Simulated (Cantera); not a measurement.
Mixture: 11.2 % CH4, 18.7 % O2, 70.1 % N2, at 101000 Pa, adiabatic and at constant pressure. Ignition delay is the time to a rise of 400 K.

Detailed kinetics in Cantera: GRI-Mech 3.0 (53 species, 325 reactions).

Question: Predict: delay at 1300 K; delay at 1400 K; delay at 1500 K; delay at 1600 K; apparent activation energy between 1550 and 1650 K.

Answer: 
```
Quantity                                                 Value
--------------------------------------------------  ----------
delay at 1300 K                                        12.8 ms
delay at 1400 K                                        3.74 ms
delay at 1500 K                                        1.25 ms
delay at 1600 K                                       0.486 ms
apparent activation energy between 1550 and 1650 K  180 kJ/mol
```
